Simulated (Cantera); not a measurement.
Input (Python, Cantera):

```python
import numpy as np
import cantera as ct

gas = ct.Solution("h2o2.yaml")
gas.TPX = 975, 1333, {'H2': 0.043, 'O2': 1}
reactor = ct.IdealGasConstPressureReactor(gas, energy="off", clone=False)
net = ct.ReactorNet([reactor])
net.rtol, net.atol = 1e-08, 1e-18
show = ['H2', 'O2', 'H2O2', 'O', 'HO2']
times = np.geomspace(1e-05, 50, 9)

steps = ct.SolutionArray(gas, extra=["t"])
rows = []
print(f"{'t/s':>10s}{'T/K':>9s}{'P/Pa':>11s}" + "".join(f"{s:>11s}" for s in show))
for t in times:
    while net.time < t:
        t_next = net.step()
        steps.append(gas.state, t=t_next)
    rows.append([np.interp(t, steps.t, y) for y in (steps.T, steps.P, *steps(*show).X.T)])
    print(f"{t:10.3e}{rows[-1][0]:9.1f}{rows[-1][1]:11.4g}" + "".join(f"{x:11.3e}" for x in rows[-1][2:]))
rate = np.gradient(steps.T, steps.t)
print("integrator steps:", len(steps.t))
if steps.T.max() > steps.T[0] + 200:
    print(f"time of steepest temperature rise: {steps.t[rate.argmax()]:.4e} s")
gas.TPX = 975, 1333, {'H2': 0.043, 'O2': 1}
gas.equilibrate("TP")
print(f"equilibrium (TP): T = {gas.T:.1f} K  " + "  ".join(f"{s} {gas[s].X[0]:.3e}" for s in show))
```

It prints:

```
       t/s      T/K       P/Pa         H2         O2       H2O2          O        HO2
 1.000e-05    975.0       1333  4.123e-02  9.588e-01  2.940e-18  5.816e-14  1.902e-12
 6.877e-05    975.0       1333  4.123e-02  9.588e-01  1.393e-16  2.428e-12  1.312e-11
 4.729e-04    975.0       1333  4.123e-02  9.588e-01  6.646e-15  8.556e-11  9.169e-11
 3.252e-03    975.0       1333  4.123e-02  9.588e-01  6.691e-13  1.025e-07  3.350e-09
 2.236e-02    975.0       1333  5.513e-04  9.471e-01  9.248e-08  9.196e-03  6.155e-06
 1.538e-01    975.0       1333  1.719e-05  9.575e-01  5.907e-08  3.692e-04  1.508e-06
 1.057e+00    975.0       1333  3.786e-07  9.579e-01  1.841e-08  1.008e-05  1.198e-07
 7.271e+00    975.0       1333  1.653e-08  9.579e-01  3.481e-09  5.720e-07  9.044e-09
 5.000e+01    975.0       1333  1.449e-09  9.579e-01  5.904e-10  5.621e-08  1.009e-09
integrator steps: 1843
equilibrium (TP): T = 975.0 K  H2 1.526e-11  O2 9.579e-01  H2O2 9.648e-12  O 6.155e-10  HO2 4.252e-10
```

Detailed kinetics in Cantera: the H2/O2 subset of GRI-Mech 3.0, which has no nitrogen chemistry. Radical loss at walls, strong at low pressure, is not modelled. The temperature is held fixed by assumption; the heat of reaction is taken as removed at once.
